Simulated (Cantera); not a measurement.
What does this Cantera script print?

```python
import numpy as np
import cantera as ct

gas_names = [...]  # 136 gases of nasa_gas.yaml made of C, H, N, O
cond_names = """
    C(gr) C6H6(L) C7H8(L) C8H18(L),n-octa H2O(s) H2O(L)
""".split()


# ... load() reads the species with a 1 bar reference pressure and builds the phases ...
atoms = {
    'acetone': {'C': 3, 'H': 6, 'O': 1},
    'NH3': {'N': 1, 'H': 3},
    'H2': {'H': 2},
}
top_T = {'C(gr)': 4500}  # K; cautious upper limits of use, not melting points


# ... equilibrate(T, P, feed) seeds the gas with the atoms and calls Mixture.equilibrate('TP', solver="vcs", rtol=1e-11, max_steps=5000) ...
results = []
feed = {'acetone': 1, 'NH3': 0.2, 'H2': 9.1}  # mol
T = 2573.15  # K
P = 570  # Pa
mix = equilibrate(T, P, feed)
results.append((T, P, feed, dict(zip(mix.species_names, mix.species_moles))))
x = sorted(zip(gas.X, gas.species_names), reverse=True)
print(f"T = {T:g} K  P = {P:g} Pa  gas = {mix.phase_moles(0):.4g} mol")
print("   x: " + "  ".join(f"{s} {v:.3e}" for v, s in x if v > 1e-06))
print("   condensed (mol): " + ("  ".join(f"{mix.phase(i).name} {mix.phase_moles(i):.4g}"
      for i in range(1, mix.n_phases) if mix.phase_moles(i) > 1e-12) or "none"))
```

Result:

```
T = 2573.15 K  P = 570 Pa  gas = 16.33 mol
   x: H2 5.757e-01  H 3.454e-01  CO 6.123e-02  C2H2,acetylene 8.400e-03  HCN 3.963e-03  N2 3.813e-03  HNC 5.035e-04  C2H 4.207e-04  C3 2.632e-04  CN 1.521e-04  C 7.754e-05  C4H2 5.075e-05  C2 2.459e-05  C2H2,vinylidene 8.325e-06  CH 4.537e-06  CH2 3.403e-06  CH3 2.681e-06  C5 1.068e-06
   condensed (mol): C(gr) 1.618
```

Method: chemical equilibrium by Gibbs-energy minimisation in Cantera with the NASA 1993 tables (ideal gas, pure condensed phases). The feed counts by its element totals alone.
